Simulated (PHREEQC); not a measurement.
Solution (25 °C): 0.6 mol/kgw CaCl2, 0.025 mol/kgw BaCl2 and 1.4 mol/kgw MgCl2. Closed to the air; pH follows from the charge balance.

All values are PHREEQC results (Pitzer model, pitzer.dat), not measurements.

Each row changes one thing in this solution. This is a speciation only: nothing precipitates in the calculation.

| case | MgOH+ (mol/kgw) | SI of Bischofite (MgCl2:6H2O) | SI of MgCl2_4H2O (MgCl2:4H2O) |
|---|---|---|---|
| as made | 1.04e-6 | -3.65 | -5.89 |
| CaCl2 left out | 8.68e-7 | ? | -6.53 |
| diluted 10-fold with water | 2.37e-7 | -7.20 | -9.58 |
| 0.079 mol/kgw SrCl2 added | 1.08e-6 | -3.57 | ? |
| MgCl2 from 1.4 to 2.1 mol/kgw | 1.55e-6 | -2.79 | -4.95 |
| temperature from 25 to 35 °C | 1.55e-6 | -3.60 | -5.77 |

**Question.** Fill in the missing entries.

**Answer.** 
- CaCl2 left out, SI of Bischofite (MgCl2:6H2O): -4.23
- 0.079 mol/kgw SrCl2 added, SI of MgCl2_4H2O (MgCl2:4H2O): -5.81
